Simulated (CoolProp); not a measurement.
A single-stage vapour-compression cycle with sulfur dioxide: evaporating at 309.15 K (dew point), condensing at 367.15 K (bubble point), superheat 10 K, subcooling 8 K, compressor efficiency 0.75, no pressure losses. Each further row changes one setting.

The numbers come from the reference Helmholtz-energy equation of state, Gao 2016 in CoolProp.

```
case                              cooling COP  pressure ratio  discharge temperature (K)  refrigerating effect (kJ/kg)  volumetric capacity (kJ/m³)
--------------------------------  -----------  --------------  -------------------------  ----------------------------  ---------------------------
as stated                                3.21            4.39                      459.5                           278                         4060
evaporating temperature 314.15 K         3.63            3.78                      450.0                           280                         4720
condensing temperature 362.15 K          3.60            3.94                      448.1                           286                         4180
subcooling 13 K                          3.30            4.39                      459.5                           286                         4180
superheat 20 K                           3.17            4.39                      473.1                           286                         4010
compressor efficiency 0.65               2.78            4.39                      475.9                           278                         4060
```
